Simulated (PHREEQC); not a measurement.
1 kg of water holding 0.075 mol/kgw KOH and 0.4 mol/kgw KCl meets 20 L of dry gas (H2 1 by moles) at fixed total pressure, at 10 °C; fugacities by Peng-Robinson. The gases take part in no redox reaction, some water evaporates into the gas, and hydrates or a liquid gas phase aren't modelled. Precipitation was switched off in this run.

All values are PHREEQC results (ion-association model, phreeqc.dat), not measurements.

| P (atm) | dissolved H2 (mol/kgw) | φ of H2 |
|---|---|---|
| 2 | 0.00157 | 1.000 |
| 5 | 0.00393 | 1.001 |
| 10 | 0.00782 | 1.002 |
| 20 | 0.0155 | 1.005 |
| 30 | 0.0230 | 1.008 |
| 40 | 0.0304 | 1.011 |
| 50 | ___ | 1.014 |
| 75 | 0.0552 | 1.022 |
| 100 | ___ | ___ |
| 150 | 0.103 | 1.049 |
| 200 | 0.132 | 1.070 |
| 300 | 0.184 | 1.118 |
| 400 | 0.228 | 1.174 |

What belongs in the gaps?


- 50, dissolved H2 (mol/kgw): 0.0377
- 100, dissolved H2 (mol/kgw): 0.0720
- 100, φ of H2: 1.030

Away from 25 °C the constants follow the database's enthalpies or fits; those with neither stay at their 25 °C values.
